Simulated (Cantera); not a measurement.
Boron, boron nitride and boron oxide: B + N2 + H2

Feed: 1 mol B, 7.1 mol N2, 6.8 mol H2, at 0.0190 bar.

Cantera equilibrium calculation (NASA polynomials, part measured and part estimated; ideal gas, pure solids and liquids). Candidate condensed phases: B, BN; 15 gas species. The tables' values for BH2 are old estimates; treat these amounts as uncertain. The numbers say what is thermodynamically allowed, not how fast it happens.

```json
[
 {"T (°C)": "1327", "x H2": "0.507", "x N2": "0.492", "x H": "0.000281", "x BH2": "3.52e-8", "n BN(s)": "1.00", "n B(l)": "0"},
 {"T (°C)": "1402", "x H2": "0.507", "x N2": "0.492", "x H": "0.000600", "x BH2": "1.56e-7", "n BN(s)": "1.000", "n B(l)": "0"},
 {"T (°C)": "1477", "x H2": "0.507", "x N2": "0.492", "x H": "0.00120", "x BH2": "6.06e-7", "n BN(s)": "1.000", "n B(l)": "0"},
 {"T (°C)": "1552", "x H2": "0.506", "x N2": "0.492", "x H": "0.00227", "x BH2": "2.10e-6", "n BN(s)": "1.000", "n B(l)": "0"},
 {"T (°C)": "1627", "x H2": "0.504", "x N2": "0.492", "x H": "0.00409", "x BH2": "6.59e-6", "n BN(s)": "1.000", "n B(l)": "0"},
 {"T (°C)": "1702", "x H2": "0.502", "x N2": "0.491", "x H": "0.00703", "x BH2": "1.89e-5", "n BN(s)": "1.000", "n B(l)": "0"},
 {"T (°C)": "1777", "x H2": "0.499", "x N2": "0.490", "x H": "0.0116", "x BH2": "5.00e-5", "n BN(s)": "0.999", "n B(l)": "0"},
 {"T (°C)": "1852", "x H2": "0.493", "x N2": "0.488", "x H": "0.0185", "x BH2": "0.000123", "n BN(s)": "0.998", "n B(l)": "0"},
 {"T (°C)": "1927", "x H2": "0.486", "x N2": "0.486", "x H": "0.0285", "x BH2": "0.000282", "n BN(s)": "0.995", "n B(l)": "0"},
 {"T (°C)": "2002", "x H2": "0.474", "x N2": "0.482", "x H": "0.0424", "x BH2": "0.000608", "n BN(s)": "0.987", "n B(l)": "0"},
 {"T (°C)": "2077", "x H2": "0.443", "x N2": "0.495", "x H": "0.0602", "x BH2": "0.00114", "n BN(s)": "0", "n B(l)": "0.968"}
]
```
x: gas mole fraction; n: condensed amount in mol.

From 1327 °C to 2002 °C the condensed part is BN(s). At 2077 °C the condensed part is B(l).
